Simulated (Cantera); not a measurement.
Charge: 1 mol n-butane, 3.1 mol H2O, 31 mol H2, 0.029 mol O2, at 1 atm.

Cantera equilibrium calculation (NASA polynomials, part measured and part estimated; ideal gas, pure solids and liquids). Candidate condensed phases: C, C6H6, C7H8, C8H18, H2O; 110 gas species. Rates play no part.

### Question
What share of the C ends up in condensed phases as a function of T (K), at 1198, 1248, 1298, 1348, 1398, 1448, 1498, 1548, 1598?

### Answer
```tsv
T (K)	C condensed (%)	as
1198	9.0	C(graphite)
1248	12.3	C(graphite)
1298	14.6	C(graphite)
1348	16.2	C(graphite)
1398	17.4	C(graphite)
1448	18.2	C(graphite)
1498	18.8	C(graphite)
1548	19.2	C(graphite)
1598	19.6	C(graphite)
```
